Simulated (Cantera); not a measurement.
Input: 1 mol Na2CO3, 0.21 mol O2, 0.3 mol H2O, 3.1 mol H2S, held at 10.0 mbar.

Cantera equilibrium calculation (NASA polynomials, part measured and part estimated; ideal gas, pure solids and liquids). Candidate condensed phases: C, C6H6, C7H8, C8H18, H2O, H2SO4, Na, NaOH, NaO2, Na2CO3, Na2O, Na2O2, Na2S, Na2SO4, S; 131 gas species. Gases not in the tables: S3 to S7. Rates play no part.

### Question
At 1223 K, list the 7 most abundant gas species with their mole fractions, and the condensed phases.

### Answer
H2O 0.393, H2 0.153, S2 0.145, CO2 0.122, H2S 0.109, CO 0.0693, SO2 0.00441. Condensed: Na2S(s).
